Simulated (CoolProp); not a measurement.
Properties of R365MFC along the isotherm 226.85 °C.

Computed with CoolProp (reference Helmholtz-energy equation of state, Lemmon 2016).

```json
[
 {"p (bar)": "5.44", "phase": "gas", "Z": "0.9528", "cv (kJ/(kg K))": "1.267", "speed of sound (m/s)": "163.9", "isothermal compressibility (1/MPa)": "1.931"},
 {"p (bar)": "10.9", "phase": "gas", "Z": "0.9037", "cv (kJ/(kg K))": "1.270", "speed of sound (m/s)": "156.3", "isothermal compressibility (1/MPa)": "1.019"},
 {"p (bar)": "16.3", "phase": "gas", "Z": "0.8534", "cv (kJ/(kg K))": "1.276", "speed of sound (m/s)": "148.6", "isothermal compressibility (1/MPa)": "0.7245"},
 {"p (bar)": "21.8", "phase": "gas", "Z": "0.8004", "cv (kJ/(kg K))": "1.284", "speed of sound (m/s)": "140.6", "isothermal compressibility (1/MPa)": "0.5813"},
 {"p (bar)": "27.2", "phase": "gas", "Z": "0.7465", "cv (kJ/(kg K))": "1.295", "speed of sound (m/s)": "132.8", "isothermal compressibility (1/MPa)": "0.5034"},
 {"p (bar)": "32.7", "phase": "supercritical", "Z": "0.6899", "cv (kJ/(kg K))": "1.313", "speed of sound (m/s)": "125.2", "isothermal compressibility (1/MPa)": "0.4573"},
 {"p (bar)": "38.1", "phase": "supercritical", "Z": "0.6326", "cv (kJ/(kg K))": "1.336", "speed of sound (m/s)": "118.3", "isothermal compressibility (1/MPa)": "0.4327"},
 {"p (bar)": "43.6", "phase": "supercritical", "Z": "0.5723", "cv (kJ/(kg K))": "1.366", "speed of sound (m/s)": "112.0", "isothermal compressibility (1/MPa)": "0.4246"},
 {"p (bar)": "49", "phase": "supercritical", "Z": "0.5110", "cv (kJ/(kg K))": "1.398", "speed of sound (m/s)": "107.4", "isothermal compressibility (1/MPa)": "0.4282"},
 {"p (bar)": "54.4", "phase": "supercritical", "Z": "0.4520", "cv (kJ/(kg K))": "1.417", "speed of sound (m/s)": "107.2", "isothermal compressibility (1/MPa)": "0.3992"},
 {"p (bar)": "59.9", "phase": "supercritical", "Z": "0.4126", "cv (kJ/(kg K))": "1.409", "speed of sound (m/s)": "117.9", "isothermal compressibility (1/MPa)": "0.2734"},
 {"p (bar)": "65.3", "phase": "supercritical", "Z": "0.4004", "cv (kJ/(kg K))": "1.393", "speed of sound (m/s)": "135.6", "isothermal compressibility (1/MPa)": "0.1679"},
 {"p (bar)": "70.8", "phase": "supercritical", "Z": "0.4027", "cv (kJ/(kg K))": "1.379", "speed of sound (m/s)": "154.1", "isothermal compressibility (1/MPa)": "0.1118"},
 {"p (bar)": "76.2", "phase": "supercritical", "Z": "0.4116", "cv (kJ/(kg K))": "1.369", "speed of sound (m/s)": "170.7", "isothermal compressibility (1/MPa)": "0.08206"},
 {"p (bar)": "81.7", "phase": "supercritical", "Z": "0.4241", "cv (kJ/(kg K))": "1.362", "speed of sound (m/s)": "186.1", "isothermal compressibility (1/MPa)": "0.06390"}
]
```
